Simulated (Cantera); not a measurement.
Feed: 1 mol SiHCl3, 0.91 mol C3H8, 1500 mol H2, held at 5.00 mbar.

These are equilibrium values from Cantera (NASA tables, ideal gas, pure condensed phases), not measurements of a reactor. Candidate condensed phases: C, C6H6, C7H8, C8H18, Si, SiC; 109 gas species. Equilibrium is a limit: real reactors are often held back by kinetics, nucleation or transport. All values below are at 1325 K.

Base state: H2 0.998, HCl 0.00199, CH4 3.34e-5, H 2.31e-5 (mole fractions); condensed: C(graphite) + SiC(s).

Task: What changes in the equilibrium state with this change: pressure from 5.00 mbar to 96.0 mbar?

Result: 
```tsv
species	before	after
H2	0.998	0.997
HCl	0.00199	0.00199
CH4	3.34e-5	0.000641
H	2.31e-5	5.27e-6
C(graphite), mol	1.68	0.762
SiC(s), mol	1.000	1.000
```
